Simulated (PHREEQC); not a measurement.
## Geothermal or formation water (model solution)

A made-up water analysis in mmol/kgw, 90 °C, pH 7.7, pe 10.5:

```tsv
constituent	mmol/kgw
Na	55.2
K	18
Ca	2.6
Mg	1.47
Cl	61.8
S(6)	10.2
Alkalinity (meq/kgw)	0.0809
O(0) (counted as O atoms)	0.52
B	0.445
Sr	0.0347
Cd	0.0204
N(5)	0.0191
Br	0.00963
```

Valence states are taken as typed.

Model: ion-association model, wateq4f.dat, run in PHREEQC.

Each row changes one thing in this solution. Precipitation was switched off in this run.

```tsv
case	ionic strength (mol/kgw)	CaSO4 (mol/kgw)	H2BO3- (mol/kgw)	Sr+2 (mol/kgw)	MgOH+ (mol/kgw)	SrSO4 (mol/kgw)	SI of Gypsum (CaSO4:2H2O)	SI of Otavite (CdCO3)
as made	0.0878	0.000579	4.31e-5	2.62e-5	8.45e-6	8.45e-6	-0.95	-1.78
pH from 7.7 to 6.7 at the same alkalinity	0.0878	0.000579	4.72e-6	2.62e-5	8.50e-7	8.43e-6	-0.95	-1.38
Br from 0.00963 to 0.0193 mmol/kgw	0.0878	0.000579	4.31e-5	2.62e-5	8.45e-6	8.45e-6	-0.95	-1.78
Sr from 0.0347 to 0.0694 mmol/kgw	0.0878	0.000579	4.31e-5	5.25e-5	8.46e-6	1.69e-5	-0.95	-1.78
```

Species that the database lacks are ignored. At this temperature some constants are extrapolated from 25 °C, and those without enthalpy data are left unchanged.
